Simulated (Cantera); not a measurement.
A closed system holds: 1 mol Pb, 2.2 mol NH3, 5.5 mol N2, at 1 atm.

Equilibrium computed with Cantera from the NASA thermochemical tables; the gas is ideal and each condensed phase is pure. Candidate condensed phases: Pb; 11 gas species. The numbers say what is thermodynamically allowed, not how fast it happens.

x: gas mole fraction; n: condensed amount in mol.

```csv
T (K),x N2,x H2,x Pb,x NH3,x H,x Pb2,n Pb(l)
650,0.667,0.330,9.23e-11,0.00294,<1e-12,<1e-12,1.00
750,0.667,0.332,9.36e-9,0.000810,<1e-12,<1e-12,1.00
850,0.667,0.333,…,…,…,<1e-12,1.000
950,0.667,0.333,…,…,…,…,1.000
1050,0.667,0.333,4.59e-5,6.75e-5,4.65e-9,2.94e-10,1.000
1150,0.666,0.333,0.000286,3.88e-5,4.28e-8,6.25e-9,0.997
1250,0.666,0.333,0.00132,2.42e-5,2.77e-7,8.02e-8,0.987
1350,0.663,0.332,0.00483,1.61e-5,1.36e-6,6.96e-7,0.952
1450,0.657,0.328,0.0147,1.12e-5,5.38e-6,4.43e-6,0.852
1550,0.641,0.320,0.0386,7.88e-6,1.77e-5,2.20e-5,0.602
1650,0.607,0.303,0.0900,5.41e-6,4.97e-5,8.94e-5,0.0184
1750,0.606,0.303,0.0916,4.27e-6,0.000127,7.14e-5,0
1850,0.605,0.303,0.0916,3.46e-6,0.000294,5.65e-5,0
1950,0.605,0.302,0.0916,2.87e-6,0.000626,4.57e-5,0
```

**Question.** Complete the blanks.

**Answer.** 
- 850, x Pb: 3.14e-7
- 850, x NH3: 0.000295
- 850, x H: 1.17e-11
- 950, x Pb: 4.97e-6
- 950, x NH3: 0.000131
- 950, x H: 3.19e-10
- 950, x Pb2: 7.11e-12
